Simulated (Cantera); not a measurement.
Cantera run:

```python
import numpy as np
import cantera as ct

gas_names = """
    B BH BH2 BH3 BN BO BO2 B2 B2O B2O2 B2O3 B3O3H3 H HBO HBO2 HNO HNO2 HNO3 HO2 H2 H2O H2O2 H3B3O6 N NH
    NH2 NH3 NH2OH NO NO2 NO3 N2 N2H2 N2H4 N2O O OH O2 O3
""".split()
cond_names = """
    B(b) B(L) BN(s) B2O3(L) B3O3H3(cr) H2O(s) H2O(L)
""".split()


# ... load() reads the species with a 1 bar reference pressure and builds the phases ...
atoms = {
    'BN': {'B': 1, 'N': 1},
    'H2O': {'H': 2, 'O': 1},
    'N2': {'N': 2},
}
top_T = {'BN(s)': 3200}  # K; cautious upper limits of use, not melting points


# ... equilibrate(T, P, feed) seeds the gas with the atoms and calls Mixture.equilibrate('TP', solver="vcs", rtol=1e-11, max_steps=5000) ...
results = []
feed = {'BN': 1, 'H2O': 3.8, 'N2': 1.1}  # mol
T = 1223  # K
P = 13332.2  # Pa
mix = equilibrate(T, P, feed)
results.append((T, P, feed, dict(zip(mix.species_names, mix.species_moles))))
x = sorted(zip(gas.X, gas.species_names), reverse=True)
print(f"T = {T:g} K  P = {P:g} Pa  gas = {mix.phase_moles(0):.4g} mol")
print("   x: " + "  ".join(f"{s} {v:.3e}" for v, s in x if v > 1e-06))
print("   condensed (mol): " + ("  ".join(f"{mix.phase(i).name} {mix.phase_moles(i):.4g}"
      for i in range(1, mix.n_phases) if mix.phase_moles(i) > 1e-12) or "none"))
```

Output:

```
T = 1223 K  P = 13332.2 Pa  gas = 5.403 mol
   x: H2O 4.231e-01  N2 2.962e-01  H2 2.776e-01  HBO2 2.042e-03  H3B3O6 1.079e-03  NH3 1.826e-06
   condensed (mol): B2O3(L) 0.4857
```

Cantera equilibrium calculation (NASA polynomials, part measured and part estimated; ideal gas, pure solids and liquids). Gases not in the tables: H3BO3.
